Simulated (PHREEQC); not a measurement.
Consider water at 25 °C with 0.018 mol CuSO4, 0.026 mol HCl and 0.014 mol Na2SO4 per kg of water. Closed to the air; pH follows from the charge balance.

Equilibrium calculation in PHREEQC: ion-association model, phreeqc.dat.

```json
[
 {"quantity": "pH", "before": "1.87", "after": "2.11"},
 {"quantity": "ionic strength (mol/kgw)", "before": "0.0951", "after": "0.0511"},
 {"quantity": "SO4-2 (mol/kgw)", "before": "0.0156", "after": "0.00923"},
 {"quantity": "Cu+2 (mol/kgw)", "before": "0.0119", "after": "0.00631"},
 {"quantity": "HSO4- (mol/kgw)", "before": "0.00983", "after": "0.00390"},
 {"quantity": "CuSO4 (mol/kgw)", "before": "0.00573", "after": "0.00259"}
]
```

Question: What was changed between the two runs?
A. temperature from 25 to 70 °C
B. Na2SO4 left out
C. diluted 2-fold with water
D. CuSO4 from 0.018 to 0.0162 mol/kgw
E. HCl from 0.026 to 0.013 mol/kgw

Answer: C, diluted 2-fold with water

No solid was allowed to form.
